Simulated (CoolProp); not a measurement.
Vapour-liquid equilibrium of propylene (1) + dimethyl ether (2) at 202.4 K; x and y are mole fractions of (1).

The numbers come from the multi-fluid Helmholtz-energy mixture model, Lemmon 2013 and Wu 2011; pair parameters Bell 2016 in CoolProp.

Problem. Give the bubble pressure and the first vapour's composition at x = 0.2, 0.425, 0.875. Is there an azeotrope?

Solution. x = 0.2: 14.27 kPa, y = 0.545; x = 0.425: 19.86 kPa, y = 0.753; x = 0.875: 28.53 kPa, y = 0.952. No azeotrope shows between x = 0.05 and 0.95.

The pair parameters rest on a limited set of measurements; away from them the model extrapolates.
